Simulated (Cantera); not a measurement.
Input: 1 mol Si3N4, 2.5 mol N2O, 1.2 mol N2, equilibrated at 2.70e-6 bar.

These are equilibrium values from Cantera (NASA tables, ideal gas, pure condensed phases), not measurements of a reactor. Candidate condensed phases: Si, SiO2, Si2N2O, Si3N4; 16 gas species. The numbers say what is thermodynamically allowed, not how fast it happens.

Q: Which condensed phases are stable at each of these points (T (°C)): 1177, 1227, 1277, 1327, 1377, 1427, 1477, 1527, 1577, 1627, 1677, 1727?

A: 
```csv
T (°C),condensed phases,Si condensed (%)
1177,Si(s),16.4
1227,Si(s),15.6
1277,Si(s),13.2
1327,Si(s),6.3
1377,gas only,0.0
1427,gas only,0.0
1477,gas only,0.0
1527,gas only,0.0
1577,gas only,0.0
1627,gas only,0.0
1677,gas only,0.0
1727,gas only,0.0
```

From 1177 °C to 1327 °C the condensed part is Si(s). From 1377 °C to 1727 °C nothing is condensed.
